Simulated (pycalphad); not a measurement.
CALPHAD calculation (pycalphad, COST 507 light-alloy database (1999)), 1 atm. These are 1990s assessments: newer ones move some temperatures and phases. Phase fractions are per mole of atoms.

**Question.** Give the equilibrium state of Si-0.61Cu (at.%) at 1325 K.

**Answer.** 
```
T = 1325.00 K, P = 101325 Pa, N = 1 mol of atoms
G = -47266 J/mol, H = 25994 J/mol, S = 55.29 J/(mol K)  (SER reference)
chemical potentials (J/mol): Si -47044, Cu -83419
phase             fraction      x(Si)      x(Cu)
DIAMOND_A4          0.9882     1.0000       none
LIQUID              0.0118     0.4829     0.5171
```

**Question.** Give the equilibrium state of Si-0.61Cu (at.%) at 1025 K.

**Answer.** 
```
T = 1025.00 K, P = 101325 Pa, N = 1 mol of atoms
G = -31714 J/mol, H = 17633 J/mol, S = 48.14 J/(mol K)  (SER reference)
chemical potentials (J/mol): Si -31573, Cu -54727
phase             fraction      x(Si)      x(Cu)
DIAMOND_A4          0.9920     1.0000       none
CU19SI6_ETA         0.0080     0.2400     0.7600
```

Database names, with the compositions (at.%) that they take in these runs: CU19SI6_ETA: Cu 76 Si 24. DIAMOND_A4 is diamond (Si). An entry "none" or "no" means that the model of the phase leaves that element out.
